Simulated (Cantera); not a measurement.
**Equilibrium for carbothermic reduction: Ta2O5 + CH4 + H2**

Charge: 1 mol Ta2O5, 3.5 mol CH4, 0.77 mol H2, at 218 Torr.

Method: chemical equilibrium by Gibbs-energy minimisation in Cantera with the NASA 1993 tables (ideal gas, pure condensed phases). Candidate condensed phases: C, C6H6, C7H8, C8H18, H2O, Ta, TaC, Ta2O5; 113 gas species. Mutual solubility and eutectic melting of coexisting phases are not modelled. TaC: taken at fixed stoichiometry. Condensed phases not in the tables: Ta2C, N, O or C dissolved in the metal. Equilibrium is a limit: real reactors are often held back by kinetics, nucleation or transport.

| T (K) | x H2 | x CO | x H | x H2O | x TaO2 | x TaO | x CO2 | x OH | n TaC(s) | n Ta2O5(s) | n Ta2O5(l) | n Ta(s) |
|---|---|---|---|---|---|---|---|---|---|---|---|---|
| 1550 | 0.755 | 0.243 | 5.08e-5 | 0.00205 | 3.00e-11 | <1e-12 | 0.000235 | 4.63e-9 | 1.01 | 0.497 | 0 | 0 |
| 1650 | 0.755 | 0.243 | 0.000147 | 0.00233 | 6.39e-10 | 1.18e-11 | 0.000234 | 2.05e-8 | 1.01 | 0.496 | 0 | 0 |
| 1750 | 0.754 | 0.243 | 0.000375 | 0.00261 | 9.46e-9 | 2.82e-10 | 0.000232 | 7.62e-8 | 1.01 | 0.496 | 0 | 0 |
| 1850 | 0.754 | 0.242 | 0.000868 | 0.00288 | 1.04e-7 | 4.74e-9 | 0.000231 | 2.46e-7 | 1.01 | 0.495 | 0 | 0 |
| 1950 | 0.753 | 0.242 | 0.00185 | 0.00314 | 8.78e-7 | 5.91e-8 | 0.000230 | 7.01e-7 | 1.01 | 0.495 | 0 | 0 |
| 2050 | 0.751 | 0.242 | 0.00365 | 0.00339 | 5.99e-6 | 5.73e-7 | 0.000229 | 1.80e-6 | 1.01 | 0.495 | 0 | 0 |
| 2150 | 0.748 | 0.242 | 0.00677 | 0.00346 | 2.98e-5 | 4.09e-6 | 0.000219 | 4.05e-6 | 1.01 | 0 | 0.494 | 0 |
| 2250 | 0.743 | 0.241 | 0.0119 | 0.00350 | 0.000125 | 2.42e-5 | 0.000208 | 8.42e-6 | 1.01 | 0 | 0.494 | 0 |
| 2350 | 0.669 | 0.307 | 0.0189 | 0.00370 | 0.000429 | 9.77e-5 | 0.000295 | 1.80e-5 | 0 | 0 | 0.289 | 1.42 |
| 2450 | 0.658 | 0.305 | 0.0303 | 0.00462 | 0.00125 | 0.000303 | 0.000354 | 4.15e-5 | 0 | 0 | 0.282 | 1.42 |
| 2550 | 0.642 | 0.302 | 0.0464 | 0.00560 | 0.00333 | 0.000856 | 0.000416 | 8.88e-5 | 0 | 0 | 0.268 | 1.41 |
x: gas mole fraction; n: condensed amount in mol.

From 1550 K to 2050 K the condensed part is TaC(s) + Ta2O5(s). From 2150 K to 2250 K the condensed part is TaC(s) + Ta2O5(l). From 2350 K to 2550 K the condensed part is Ta(s) + Ta2O5(l).
